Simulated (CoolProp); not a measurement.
A simple Rankine cycle with water: condensing at 328.15 K, boiler at 14.3 MPa, turbine inlet 613.4 K, turbine efficiency 0.85, pump efficiency 0.6, no recuperator. Each further row changes one setting.

Computed with CoolProp (reference Helmholtz-energy equation of state, Wagner 2002).

```
case                             thermal efficiency (%)  net work (kJ/kg)  heat in (kJ/kg)  turbine exit temperature (K)  volume ratio over the turbine
-------------------------------  ----------------------  ----------------  ---------------  ----------------------------  -----------------------------
as stated                                          31.1               745             2400                         328.1                            583
turbine inlet 633.4 K                              31.6               806             2550                         328.1                            512
condensing temperature 320.15 K                    32.0               777             2430                         320.1                            839
boiler pressure 10 MPa                             30.8               812             2640                         328.1                            342
turbine efficiency 0.75                            27.3               654             2400                         328.1                            615
```

The expansion ends wet for: as stated; turbine inlet 633.4 K; condensing temperature 320.15 K; boiler pressure 10 MPa; turbine efficiency 0.75.
